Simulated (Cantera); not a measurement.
## Adiabatic ignition

An adiabatic, constant-pressure homogeneous reactor starts with 4.64 % CO, 0.158 % H2, 2.00 % CH4, 19.4 % O2, 73.8 % N2, at 1650 K and 1.01 bar.

Computed with Cantera and GRI-Mech 3.0 (53 species, 325 reactions).

```
t (s)     T (K)     x CO      x H2   x CH4      x NO   x HCN
--------  -----  -------  --------  ------  --------  ------
2.00e-6    1650   0.0464   0.00158  0.0200    <1e-12  <1e-12
5.35e-6    1650   0.0464   0.00158  0.0200    <1e-12  <1e-12
1.43e-5    1650   0.0464   0.00158  0.0200    <1e-12  <1e-12
3.82e-5    1650   0.0464   0.00158  0.0199  2.24e-12  <1e-12
0.000102   1651   0.0464   0.00159  0.0195  2.54e-11  <1e-12
0.000273   2078   0.0171   0.00200  <1e-12   2.74e-5  <1e-12
0.000731   2300  0.00696  0.000728  <1e-12  0.000218  <1e-12
0.00196    2363  0.00333  0.000347  <1e-12  0.000598  <1e-12
0.00523    2365  0.00310  0.000325  <1e-12   0.00141  <1e-12
0.0140     2362  0.00305  0.000320  <1e-12   0.00337  <1e-12
0.0374     2355  0.00295  0.000311  <1e-12   0.00725  <1e-12
0.100      2347  0.00284  0.000301  <1e-12    0.0116  <1e-12
```
x: mole fraction; the columns are a selection and need not sum to one.

| Property | Value |
|---|---|
| time of steepest temperature rise | 0.177 ms |
| temperature at 0.100 s | 2347 K |
| equilibrium temperature | 2345 K |
| x(CO) at 0.100 s | 0.00284 (gas-phase equilibrium 0.00281) |
| x(H2) at 0.100 s | 0.000301 (gas-phase equilibrium 0.000298) |
| x(CH4) at 0.100 s | <1e-12 (gas-phase equilibrium <1e-12) |
